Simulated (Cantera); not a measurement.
Charge: 1 mol AlCl₃, 330 mol NH₃, 62 mol H₂, held at 2100 K and 0.555 Torr.

Method: chemical equilibrium by Gibbs-energy minimisation in Cantera with the NASA 1993 tables (ideal gas, pure condensed phases). Candidate condensed phases: Al, AlCl₃, AlN, NH₄Cl; 20 gas species. Kinetics and transport are ignored.

Base state: H₂ 0.684, N₂ 0.217, H 0.0947, HCl 0.00289, AlCl 0.000759, Al 0.000553, Cl 0.000295 (mole fractions); condensed: gas only.

What changes in the equilibrium state with this change: temperature from 2100 K to 2150 K?


```csv
species,before,after
H₂,0.684,0.656
N₂,0.217,0.213
H,0.0947,0.126
Al,0.000553,0.000665
Cl,0.000295,0.000400
AlCl,0.000759,0.000626
HCl,0.00289,0.00286
```
